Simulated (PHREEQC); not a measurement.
Consider water at 25 °C with 0.046 mol/kgw NaOH and 0.032 mol/kgw Na2S. Closed to the air; pH follows from the charge balance.

Equilibrium calculation in PHREEQC: ion-association model, phreeqc.dat.

This is a speciation only: nothing precipitates in the calculation.

Problem. Predict the pH, specific conductance.

Solution. pH 12.65; specific conductance 16400 µS/cm.

With this much S-2 the pH rests on the database's HS-/S-2 constant; if that pK is higher, the solution is more alkaline. The database's pK near 12.9 for HS-/S-2 is now thought far too low, so its S-2 is overstated.
